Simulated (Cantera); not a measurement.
A closed system holds: 1 mol Si3H8, 0.036 mol HCl, 30 mol H2, equilibrated at 850 °C and 0.370 bar.

Method: chemical equilibrium by Gibbs-energy minimisation in Cantera with the NASA 1993 tables (ideal gas, pure condensed phases). Candidate condensed phases: Si; 19 gas species. The feed counts by its element totals alone. Rates play no part.

### Question
What is the equilibrium state?

### Answer
* **x(H2)**: 0.999
* **x(HCl)**: 0.00105
* **x(SiCl2)**: 2.31e-6
* **x(SiH2Cl2)**: 1.67e-6
* **n(Si(s))**: 3.00 mol
* **gas amount**: 34.04 mol
